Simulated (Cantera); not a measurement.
Input (Python, Cantera) and output of one run.

```python
import numpy as np
import cantera as ct

gas_names = """
    B BH BH2 BH3 BO BO2 B2 B2O B2O2 B2O3 B3O3H3 H HBO HBO2 HO2 H2 H2O H2O2 H3B3O6 O OH O2 O3
""".split()
cond_names = """
    B(b) B(L) B2O3(L) B3O3H3(cr) H2O(s) H2O(L)
""".split()


# ... load() reads the species with a 1 bar reference pressure and builds the phases ...
atoms = {
    'B2O3': {'B': 2, 'O': 3},
    'H2O': {'H': 2, 'O': 1},
}
top_T = {}  # K; cautious upper limits of use, not melting points


# ... equilibrate(T, P, feed) seeds the gas with the atoms and calls Mixture.equilibrate('TP', solver="vcs", rtol=1e-11, max_steps=5000) ...
results = []
T = 1800  # K
P = 11  # Pa
for m in [0.11, 0.15, 0.19, 0.23, 0.28, 0.32, 0.36, 0.4, 0.44, 0.49, 0.53, 0.57, 0.61]:
    feed = {'B2O3': 1, 'H2O': m}  # mol
    mix = equilibrate(T, P, feed)
    results.append((T, P, feed, dict(zip(mix.species_names, mix.species_moles))))

top = {s: max(r[3][s] / sum(r[3][g] for g in gas_names) for r in results) for s in gas_names}
cols = sorted((s for s in top if top[s] > 1e-06), key=lambda s: -top[s])[:6]
seen = [c for c in cond_names if any(r[3].get(c, 0) > 1e-12 for r in results)]
print("log10 of partial pressures in bar; condensed amounts in mol")
print(f"{'n(H2O)':>10s}" + "".join(f"{s[:9]:>10s}" for s in cols + seen))
for T, P, feed, n in results:
    ng = sum(n[g] for g in gas_names)
    print(f"{feed['H2O']:10.4g}" + "".join(f"{np.log10(max(n[s] / ng * P / 1e5, 1e-99)):10.3f}" for s in cols)
          + "".join(f"{n.get(c, 0):10.4g}" for c in seen))
```

Output:

```
log10 of partial pressures in bar; condensed amounts in mol
    n(H2O)      B2O3      HBO2       H2O       BO2        H2        BO
      0.11    -4.059    -4.694    -6.462    -5.927    -6.618    -6.327
      0.15    -4.093    -4.581    -6.203    -5.888    -6.471    -6.400
      0.19    -4.126    -4.499    -6.006    -5.856    -6.370    -6.464
      0.23    -4.159    -4.437    -5.848    -5.831    -6.296    -6.522
      0.28    -4.200    -4.377    -5.688    -5.807    -6.224    -6.587
      0.32    -4.232    -4.339    -5.580    -5.793    -6.177    -6.634
      0.36    -4.264    -4.308    -5.486    -5.781    -6.138    -6.677
       0.4    -4.296    -4.282    -5.402    -5.773    -6.103    -6.717
      0.44    -4.327    -4.261    -5.328    -5.767    -6.071    -6.754
      0.49    -4.366    -4.239    -5.245    -5.762    -6.036    -6.798
      0.53    -4.396    -4.224    -5.185    -5.760    -6.011    -6.830
      0.57    -4.426    -4.212    -5.130    -5.760    -5.988    -6.861
      0.61    -4.455    -4.201    -5.080    -5.760    -5.966    -6.890
```

Method: chemical equilibrium by Gibbs-energy minimisation in Cantera with the NASA 1993 tables (ideal gas, pure condensed phases).
